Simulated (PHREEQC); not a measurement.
Dissolve 0.044 mol/kgw ZnSO4, 0.0014 mol/kgw KCl, 0.00036 mol/kgw H2SO4 and 0.00064 mol/kgw CO2 at 25 °C. Closed to the air; pH follows from the charge balance.

All values are PHREEQC results (ion-association model, phreeqc.dat), not measurements.

Q: The ionic strength comes out as 0.0988 mol/kgw. What activity coefficients do HCO3-, K+, ZnHCO3+, HSO4-, SO4-2 get?

A: HCO3- 0.79, K+ 0.77, ZnHCO3+ 0.78, HSO4- 0.78, SO4-2 0.37.

This is a speciation only: nothing precipitates in the calculation.
